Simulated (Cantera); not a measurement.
Cantera with NASA thermochemical tables; ideal gases at 1 bar, condensed phases pure. Values are per mole of reaction as written; species without (g) are pure solids or liquids, kept so even where they would boil at 1 bar.

Q: Between 673 and 1473 K, where is each reaction favourable under standard conditions?
- CaO + C = Ca + CO(g)

A: 
- CaO + C = Ca + CO(g): ΔG° is 393 kJ at 673 K and 237 kJ at 1473 K; it stays positive (K < 1). ΔH° is 526 kJ and ΔS° 196 J/K at 1473 K.
